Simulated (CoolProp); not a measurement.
R1123 along the isotherm 480 K: fugacity coefficient from the reference equation and from simpler models built on Tc = 331.7 K, pc = 4549 kPa, ω = 0.243; each cubic takes its own stable root.

The numbers come from the reference Helmholtz-energy equation of state, Akasaka 2020 in CoolProp.

```tsv
p (kPa)	phase	reference
1030	gas	0.9807
2070	gas	0.9617
3100	gas	0.9433
4140	gas	0.9253
5170	supercritical	0.9079
6200	supercritical	0.8911
7240	supercritical	0.8747
8270	supercritical	0.8591
9300	supercritical	0.8441
10300	supercritical	0.8302
11400	supercritical	0.8158
```

Problem. How far does each simpler model (Redlich-Kwong, Peng-Robinson) lie from the reference over these 11 states: mean and median of the absolute difference, and the worst?

Solution. 
- Redlich-Kwong: mean 3.0 %, median 3.1 %, worst -5.2 % at 480 K and 11400 kPa
- Peng-Robinson: mean 1.5 %, median 1.7 %, worst -1.9 % at 480 K and 10300 kPa
